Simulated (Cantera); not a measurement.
Catalytic combustion on Pt

An isothermal plug-flow reactor at 1023 K and 5.00 bar (inlet), inlet velocity 1.4 m/s, active area per volume 4700 1/m; feed 0.706 % CH4, 12.1 % O2, 87.2 % N2.

Model: Deutschmann's 1995 Pt surface mechanism with GRI-Mech 3.0 gas chemistry, integrated in Cantera. Catalytic surfaces can have several steady states; this one follows from the mechanism file's or the stated starting coverage. Mass transfer to the wall is taken as infinitely fast.

| z (m) | x CH4 | x O2 | x H2O | x CO2 | x CO | θ free Pt | θ O* | θ OH* |
|---|---|---|---|---|---|---|---|---|
| 5.1e-05 | 0.00702 | 0.121 | 7.25e-5 | 3.42e-5 | 2.07e-6 | 0.137 | 0.863 | 0.000340 |
| 8.5e-05 | 0.00700 | 0.121 | 0.000121 | 5.77e-5 | 2.60e-6 | 0.137 | 0.863 | 0.000406 |
| 0.00014 | 0.00696 | 0.121 | 0.000198 | 9.61e-5 | 2.93e-6 | 0.137 | 0.863 | 0.000494 |
| 0.00024 | 0.00689 | 0.121 | 0.000338 | 0.000166 | 3.03e-6 | 0.137 | 0.863 | 0.000621 |
| 0.00039 | 0.00679 | 0.121 | 0.000545 | 0.000269 | 3.01e-6 | 0.137 | 0.863 | 0.000772 |
| 0.00066 | 0.00661 | 0.120 | 0.000910 | 0.000452 | 2.93e-6 | 0.137 | 0.862 | 0.000984 |
| 0.0011 | 0.00632 | 0.120 | 0.00148 | 0.000739 | 2.80e-6 | 0.137 | 0.862 | 0.00125 |
| 0.0018 | 0.00588 | 0.119 | 0.00235 | 0.00117 | 2.61e-6 | 0.137 | 0.862 | 0.00156 |
| 0.003 | 0.00521 | 0.118 | 0.00370 | 0.00184 | 2.31e-6 | 0.137 | 0.861 | 0.00195 |
| 0.0051 | 0.00419 | 0.116 | 0.00571 | 0.00285 | 1.87e-6 | 0.138 | 0.860 | 0.00242 |
x: gas mole fraction; θ: surface coverage.
